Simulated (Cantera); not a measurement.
A Cantera script and what it prints.

```python
import numpy as np
import cantera as ct

gas_names = """
    H HO2 H2 H2O H2O2 H2S H2SO4 O OH O2 O3 S SH SO SO2 SO3 S2 S2O S8
""".split()
cond_names = """
    H2O(s) H2O(L) H2SO4(L) S(cr1) S(cr2) S(L)
""".split()


def load(file, names, dense=False):
    # The tables refer to 1 bar. Condensed volumes are neglected.
    table = {s.name: s for s in ct.Species.list_from_file(file)}
    out = []
    for n in names:
        d = dict(table[n].input_data)
        d["thermo"] = dict(d["thermo"], **{"reference-pressure": 1e5})
        if dense:
            d["equation-of-state"] = {"model": "constant-volume", "density": "1e6 g/cm^3"}
        out.append(ct.Species.from_dict(d))
    return out


gas = ct.Solution(thermo="ideal-gas", species=load("nasa_gas.yaml", gas_names))
cond = {s.name: ct.Solution(thermo="fixed-stoichiometry", species=[s], name=s.name)
        for s in load("nasa_condensed.yaml", cond_names, dense=True)}
atoms = {
    'S': {'S': 1},
    'O2': {'O': 2},
    'H2': {'H': 2},
}
top_T = {}  # K; cautious upper limits of use, not melting points


def equilibrate(T, P, feed):
    n = {}
    for name, mol in feed.items():
        for a, k in atoms[name].items():
            n[a] = n.get(a, 0.0) + k * mol
    gas.TPX = T, P, n
    mass = sum(n.values()) * gas.mean_molecular_weight
    gas.equilibrate("TP")
    valid = [c for c in cond.values() if c.min_temp <= T <= top_T.get(c.name, c.max_temp)]
    mix = ct.Mixture([(gas, mass / gas.mean_molecular_weight)] + [(c, 0.0) for c in valid])
    mix.T, mix.P = T, P
    mix.equilibrate("TP", solver="vcs", rtol=1e-11, max_steps=5000)
    return mix


results = []
feed = {'S': 1, 'O2': 4.6, 'H2': 1.2}  # mol
P = 13332.2  # Pa
for T in [550, 600, 650, 700, 750, 800, 850, 900, 950, 1000, 1050, 1100, 1150]:
    mix = equilibrate(T, P, feed)
    results.append((T, P, feed, dict(zip(mix.species_names, mix.species_moles))))

top = {s: max(r[3][s] / sum(r[3][g] for g in gas_names) for r in results) for s in gas_names}
cols = sorted((s for s in top if top[s] > 0.0001), key=lambda s: -top[s])[:9]
seen = [c for c in cond_names if any(r[3].get(c, 0) > 1e-12 for r in results)]
print("log10 of partial pressures in bar; condensed amounts in mol")
print(f"{'T/K':>10s}" + "".join(f"{s[:9]:>10s}" for s in cols + seen))
for T, P, feed, n in results:
    ng = sum(n[g] for g in gas_names)
    print(f"{T:10.4g}" + "".join(f"{np.log10(max(n[s] / ng * P / 1e5, 1e-99)):10.3f}" for s in cols)
          + "".join(f"{n.get(c, 0):10.4g}" for c in seen))
```

Result:

```
log10 of partial pressures in bar; condensed amounts in mol
       T/K        O2       H2O       SO3       SO2     H2SO4
       550    -1.101    -1.648    -1.792    -5.711    -1.809
       600    -1.132    -1.523    -1.618    -4.738    -2.267
       650    -1.144    -1.483    -1.568    -4.019    -2.813
       700    -1.147    -1.473    -1.559    -3.442    -3.336
       750    -1.147    -1.471    -1.568    -2.960    -3.810
       800    -1.145    -1.473    -1.597    -2.562    -4.246
       850    -1.141    -1.478    -1.656    -2.245    -4.664
       900    -1.135    -1.484    -1.755    -2.012    -5.082
       950    -1.130    -1.492    -1.892    -1.853    -5.504
      1000    -1.125    -1.498    -2.057    -1.752    -5.923
      1050    -1.121    -1.503    -2.237    -1.690    -6.330
      1100    -1.119    -1.506    -2.419    -1.654    -6.715
      1150    -1.117    -1.508    -2.597    -1.632    -7.076
```

Method: chemical equilibrium by Gibbs-energy minimisation in Cantera with the NASA 1993 tables (ideal gas, pure condensed phases).
